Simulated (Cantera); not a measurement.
Input: 1 mol C₂H₂, 0.042 mol H₂O, at 2075 K and 0.0133 bar.

Equilibrium computed with Cantera from the NASA thermochemical tables; the gas is ideal and each condensed phase is pure. Candidate condensed phases: C, C₆H₆, C₇H₈, C₈H₁₈, H₂O; 110 gas species. Equilibrium is a limit: real reactors are often held back by kinetics, nucleation or transport.

Base state: H₂ 0.938, CO 0.0383, H 0.0223, C₂H₂ (acetylene) 0.00116 (mole fractions); condensed: C(graphite).

Task: What changes in the equilibrium state with this change: H₂O from 0.042 to 2 mol?

Result: 
| species | before | after |
|---|---|---|
| H₂ | 0.938 | 0.586 |
| CO | 0.0383 | 0.396 |
| H | 0.0223 | 0.0177 |
| C₂H₂ (acetylene) | 0.00116 | 2.55e-6 |
| C(graphite), mol | 1.96 | 0 |
